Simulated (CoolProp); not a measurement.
Vapour-liquid equilibrium of ethane (1) + C3F8 (R218) (2) at 257.7 K; x and y are mole fractions of (1).

Values from CoolProp's multi-fluid Helmholtz-energy mixture model, Bücker 2006 and Lemmon 2006; pair parameters Bell 2016.

| x | bubble pressure, mixture model (bar) | bubble pressure, Raoult's law (bar) | y, mixture model | y, Raoult's law |
|---|---|---|---|---|
| 0.05 | 3.619 | 3.110 | [?] | 0.259 |
| 0.15 | [?] | 4.477 | 0.610 | 0.539 |
| 0.25 | 8.017 | 5.845 | [?] | 0.689 |
| 0.35 | 9.673 | 7.212 | 0.781 | 0.781 |
| 0.45 | 10.97 | 8.579 | [?] | 0.844 |
| 0.55 | 12.01 | 9.947 | 0.845 | 0.890 |
| 0.65 | [?] | 11.31 | [?] | 0.925 |
| 0.75 | [?] | 12.68 | 0.897 | 0.952 |
| 0.85 | [?] | 14.05 | 0.929 | 0.974 |
| 0.95 | 15.64 | 15.42 | 0.972 | 0.992 |

Task: What belongs in the gaps?

Result: 
- 0.05, y, mixture model: 0.335
- 0.15, bubble pressure, mixture model (bar): 5.963
- 0.25, y, mixture model: 0.722
- 0.45, y, mixture model: 0.817
- 0.65, bubble pressure, mixture model (bar): 12.93
- 0.65, y, mixture model: 0.870
- 0.75, bubble pressure, mixture model (bar): 13.81
- 0.85, bubble pressure, mixture model (bar): 14.71

The largest gap from Raoult's law is +37.2 % in bubble pressure, at x = 0.25. No azeotrope shows between x = 0.05 and 0.95.

Pair parameters are fitted to limited data, so mixtures are less certain than the pure fluids.
